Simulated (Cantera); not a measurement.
Cantera run:

```python
import numpy as np
import cantera as ct

gas_names = [...]  # 109 gases of nasa_gas.yaml made of C, Cl, H, Si
cond_names = """
    C(gr) C6H6(L) C7H8(L) C8H18(L),n-octa Si(cr) Si(L) SiC(b)
""".split()


# ... load() reads the species with a 1 bar reference pressure and builds the phases ...
atoms = {
    'SiH2Cl2': {'Si': 1, 'H': 2, 'CL': 2},
    'C2H2': {'C': 2, 'H': 2},
    'H2': {'H': 2},
}
top_T = {'C(gr)': 4500, 'SiC(b)': 3050}  # K; cautious upper limits of use, not melting points


# ... equilibrate(T, P, feed) seeds the gas with the atoms and calls Mixture.equilibrate('TP', solver="vcs", rtol=1e-11, max_steps=5000) ...
results = []
feed = {'SiH2Cl2': 1, 'C2H2': 0.018, 'H2': 320}  # mol
T = 1898.15  # K
for P in [100, 320, 1000, 3200, 10000, 32000, 100000]:
    mix = equilibrate(T, P, feed)
    results.append((T, P, feed, dict(zip(mix.species_names, mix.species_moles))))

top = {s: max(r[3][s] / sum(r[3][g] for g in gas_names) for r in results) for s in gas_names}
cols = sorted((s for s in top if top[s] > 0.0001), key=lambda s: -top[s])[:9]
seen = [c for c in cond_names if any(r[3].get(c, 0) > 1e-12 for r in results)]
print("log10 of partial pressures in bar; condensed amounts in mol")
print(f"{'P/Pa':>10s}" + "".join(f"{s[:9]:>10s}" for s in cols + seen))
for T, P, feed, n in results:
    ng = sum(n[g] for g in gas_names)
    print(f"{P:10.4g}" + "".join(f"{np.log10(max(n[s] / ng * P / 1e5, 1e-99)):10.3f}" for s in cols)
          + "".join(f"{n.get(c, 0):10.4g}" for c in seen))
```

It prints:

```
log10 of partial pressures in bar; condensed amounts in mol
      P/Pa        H2         H       HCL        Si       SiH        CL     Si(L)    SiC(b)
       100    -3.015    -4.614    -5.227    -5.557    -7.124    -6.948         0    0.0126
       320    -2.505    -4.359    -4.723    -5.078    -6.390    -6.699         0   0.02037
      1000    -2.007    -4.110    -4.228    -4.910    -5.973    -6.453    0.4546   0.02865
      3200    -1.500    -3.856    -3.720    -4.910    -5.719    -6.198    0.7598   0.03328
     1e+04    -1.004    -3.608    -3.223    -4.910    -5.471    -5.950     0.859   0.03429
   3.2e+04    -0.498    -3.356    -2.717    -4.910    -5.218    -5.697     0.895   0.03328
     1e+05    -0.003    -3.108    -2.222    -4.910    -4.971    -5.449    0.9113   0.02888
```

Method: chemical equilibrium by Gibbs-energy minimisation in Cantera with the NASA 1993 tables (ideal gas, pure condensed phases). Mutual solubility and eutectic melting of coexisting phases are not modelled. The tables' values for SiCl are old estimates; treat these amounts as uncertain. Gases not in the tables: Si2H6 and higher silanes.
